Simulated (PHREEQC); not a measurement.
Consider water at 80 °C with 0.036 mol/kgw HF, 0.39 mol/kgw NH4HF2 and 0.00018 mol/kgw H2SiF6. Closed to the air; pH follows from the charge balance.

Model: ion-association model, phreeqc.dat, run in PHREEQC.

No solid was allowed to form.

**Question.** Order these F species by the share of F that they hold, largest first: SiF6-2, F-, HF2-, HF.

**Answer.** HF2- (47 %), HF (29 %), F- (24 %), SiF6-2 (0.13 %)

The pH is 3.33 and the ionic strength 0.391 mol/kgw. At this temperature some constants are extrapolated from 25 °C, and those without enthalpy data are left unchanged. SiF6-2 is the database's only silicon fluoride.
